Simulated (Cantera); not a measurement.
# Ti(NMe₂)₄ + CH₄ + H₂ (titanium nitride, carbide and oxide coatings)

Charge: 1 mol Ti(NMe₂)₄, 0.49 mol CH₄, 55 mol H₂, held at 10.0 mbar.

These are equilibrium values from Cantera (NASA tables, ideal gas, pure condensed phases), not measurements of a reactor. Candidate condensed phases: C, C₆H₆, C₇H₈, C₈H₁₈, Ti, TiC, TiN; 93 gas species. The feed counts by its element totals alone. TiC: taken at fixed stoichiometry. Kinetics and transport are ignored.

From 1375 K to 1975 K the condensed part is C(graphite) + TiC(s).

| T (K) | x H₂ | x N₂ | x H | x HCN | x C₂H₂ (acetylene) | x HNC | n C(graphite) | n TiC(s) |
|---|---|---|---|---|---|---|---|---|
| 1375 | 0.971 | 0.0285 | 3.38e-5 | 6.72e-5 | 1.73e-6 | 7.29e-7 | 7.48 | 1.00 |
| 1475 | 0.971 | 0.0285 | 0.000128 | 0.000147 | 6.48e-6 | 2.29e-6 | 7.48 | 1.00 |
| 1575 | 0.971 | 0.0284 | 0.000409 | 0.000291 | 2.05e-5 | 6.18e-6 | 7.47 | 1.00 |
| 1675 | 0.970 | 0.0283 | 0.00114 | 0.000528 | 5.63e-5 | 1.48e-5 | 7.44 | 1.00 |
| 1775 | 0.968 | 0.0281 | 0.00285 | 0.000895 | 0.000138 | 3.21e-5 | 7.41 | 1.00 |
| 1875 | 0.964 | 0.0277 | 0.00644 | 0.00143 | 0.000305 | 6.36e-5 | 7.34 | 1.00 |
| 1975 | 0.956 | 0.0273 | 0.0134 | 0.00215 | 0.000621 | 0.000117 | 7.24 | 1.000 |
x: gas mole fraction; n: condensed amount in mol.
